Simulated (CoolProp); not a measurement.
Sulfur dioxide at 507.03 K and 0.74 MPa is throttled through a valve to 0.336 MPa with no heat exchange. Each further row changes one setting.

Model: reference Helmholtz-energy equation of state, Gao 2016, in CoolProp.

| case | temperature change (K) | final density (kg/m³) |
|---|---|---|
| as stated | ? | ? |
| outlet pressure 0.101 MPa | -5.3 | ? |
| outlet pressure 0.437 MPa | ? | ? |

Q: Some entries are withheld; supply them.

A: 
- as stated, temperature change (K): -3.3
- as stated, final density (kg/m³): 5.18
- outlet pressure 0.101 MPa, final density (kg/m³): 1.56
- outlet pressure 0.437 MPa, temperature change (K): -2.5
- outlet pressure 0.437 MPa, final density (kg/m³): 6.75
